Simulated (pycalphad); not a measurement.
## Effect of Si content in Al-Mn-Si

Computed with pycalphad from the COST 507 light-alloy database (1999), at 1 atm. The data set is of 1999 and partly superseded. Phase fractions are per mole of atoms.

| alloy | liquidus (K) | first solid | solidus (K) | phases at 775 K |
|---|---|---|---|---|
| Al-0.37Mn-13.67Si (at.%) | 880 | ALMNSI_ALPHA | 850 | fcc 0.85, diamond (Si) 0.13, ALMNSI_ALPHA 0.02 |
| Al-0.37Mn-20.5Si (at.%) | 974 | diamond (Si) | 850 | fcc 0.78, diamond (Si) 0.20, ALMNSI_ALPHA 0.02 |
| Al-0.37Mn-27.34Si (at.%) | … | diamond (Si) | 850 | … |

**Question.** Complete the blanks.

**Answer.** 
- Al-0.37Mn-27.34Si (at.%), liquidus (K): 1068
- Al-0.37Mn-27.34Si (at.%), phases at 775 K: fcc 0.71, diamond (Si) 0.27, ALMNSI_ALPHA 0.02

Database names, with the compositions (at.%) that they take in these runs: ALMNSI_ALPHA: Al 70 Mn 17 Si 12.
